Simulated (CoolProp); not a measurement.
Computed with CoolProp (reference Helmholtz-energy equation of state, Gao 2020).

Question: For ammonia, give the phase and the cp (kJ/(kg K)), speed of sound (m/s), conductivity (mW/(m K)) at 19.75 °C and 0.0209 MPa.

Answer: 
- 19.75 °C and 0.0209 MPa: gas; cp 2.10, speed of sound 432, conductivity 24.4

Thermal conductivity comes from a separate model (Tufeu 1984).
